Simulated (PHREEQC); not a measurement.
**Phosphoric acid bath: an equilibrium model**

Dissolve 13 mmol/kgw H3PO4 and 0.55 mmol/kgw HCl at 58 °C. Closed to the air; pH follows from the charge balance.

Equilibrium calculation in PHREEQC: ion-association model, wateq4f.dat.

Each row changes one thing in this solution. No solid was allowed to form.

| case | pH | ionic strength (mol/kgw) | H3PO4 (mol/kgw) | H2PO4- (mol/kgw) | HPO4-2 (mol/kgw) |
|---|---|---|---|---|---|
| as made | 2.22 | 0.00657 | 0.00698 | 0.00602 | 9.54e-8 |
| H3PO4 from 0.013 to 0.0013 mol/kgw | 2.83 | 0.00155 | 0.000298 | 0.00100 | 5.69e-8 |
| H3PO4 from 0.013 to 0.0195 mol/kgw | 2.11 | 0.00846 | 0.0116 | 0.00791 | [?] |
| HCl from 0.00055 to 5.5e-05 mol/kgw | 2.24 | [?] | 0.00683 | 0.00617 | [?] |
| 0.00026 mol/kgw NaBF4 added | 2.23 | [?] | 0.00692 | 0.00609 | [?] |
| diluted 10-fold with water | 2.97 | 0.00112 | 0.000233 | 0.00107 | 8.16e-8 |

Problem. Some entries are withheld; supply them.

Solution. 
- H3PO4 from 0.013 to 0.0195 mol/kgw, HPO4-2 (mol/kgw): 1.01e-7
- HCl from 0.00055 to 5.5e-05 mol/kgw, ionic strength (mol/kgw): 0.00623
- HCl from 0.00055 to 5.5e-05 mol/kgw, HPO4-2 (mol/kgw): 1.02e-7
- 0.00026 mol/kgw NaBF4 added, ionic strength (mol/kgw): 0.00670
- 0.00026 mol/kgw NaBF4 added, HPO4-2 (mol/kgw): 9.87e-8

H3PO4, which wateq4f.dat lacks, is added to it with the constant of phreeqc.dat. Constants without temperature data keep their 25 °C values here. Real BF4- forms and hydrolyses slowly; the run takes it at equilibrium.
